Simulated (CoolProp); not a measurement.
R125 at several states: Z from the reference equation and from simpler models built on Tc = 66.0 °C, pc = 3618 kPa, ω = 0.305; each cubic takes its own stable root.

The numbers come from the reference Helmholtz-energy equation of state, Lemmon 2005 in CoolProp.

| T (°C) | p (kPa) | phase | reference | van der Waals | Soave-Redlich-Kwong |
|---|---|---|---|---|---|
| -59.05 | 1660 | liquid | 0.07189 | 0.1193 | 0.07857 |
| 174.95 | 10400 | supercritical | 0.7215 | 0.6504 | 0.7824 |
| 34.65 | 114 | gas | 0.9847 | 0.9881 | 0.9850 |
| -74.55 | 87 | liquid | 0.003939 | 0.9749 | 0.004317 |

At some of these states van der Waals gives the other phase, because its saturation line lies elsewhere.
